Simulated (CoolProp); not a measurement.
Vapour-liquid equilibrium of sulfur hexafluoride (1) + CH2F2 (R32) (2) at 250.8 K; x and y are mole fractions of (1).

Model: multi-fluid Helmholtz-energy mixture model, Guder 2009 and Tillner-Roth 1997; pair parameters Bell 2016, in CoolProp.

Task: Give the bubble pressure and the first vapour's composition at x = 0.125, 0.575, 0.95. Is there an azeotrope?

Result: x = 0.125: 723.6 kPa, y = 0.500; x = 0.575: 856.7 kPa, y = 0.615; x = 0.95: 722.7 kPa, y = 0.861. y crosses x between x = 0.575 and 0.65: the model has an azeotrope there.

The pair parameters rest on a limited set of measurements; away from them the model extrapolates. With so large a gap from Raoult's law the liquid may split in two, which this calculation doesn't test in full.
